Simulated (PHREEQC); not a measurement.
Dissolve 0.0015 mol H2SO4, 0.054 mol ZnSO4 and 0.000145 mol MnSO4 per kg of water at 25 °C and 500 atm. Closed to the air; pH follows from the charge balance.

The numbers come from PHREEQC with the ion-association model, phreeqc.dat.

The pH is 2.80 and the ionic strength is 0.136 mol/kgw. The density comes out as 1.028 g/cm³ and the total alkalinity comes out as -3.00 meq/kg.

```json
[
 {"species": "Zn+2", "molality": "0.0332", "activity": "0.0116", "log γ": "-0.458"},
 {"species": "SO4-2", "molality": "0.0263", "activity": "0.00906", "log γ": "-0.463"},
 {"species": "ZnSO4", "molality": "0.0133", "activity": "0.0137", "log γ": "0.014"},
 {"species": "Zn(SO4)2-2", "molality": "0.00745", "activity": "0.00261", "log γ": "-0.455"},
 {"species": "H+", "molality": "0.00193", "activity": "0.00158", "log γ": "-0.088"},
 {"species": "HSO4-", "molality": "0.00107", "activity": "0.000821", "log γ": "-0.114"},
 {"species": "Mn+2", "molality": "0.000107", "activity": "4.02e-5", "log γ": "-0.425"},
 {"species": "MnSO4", "molality": "3.79e-5", "activity": "3.91e-5", "log γ": "0.014"}
]
```

This is a speciation only: nothing precipitates in the calculation. Under pressure, the constants of complexes without a molar volume in the database are unreliable.
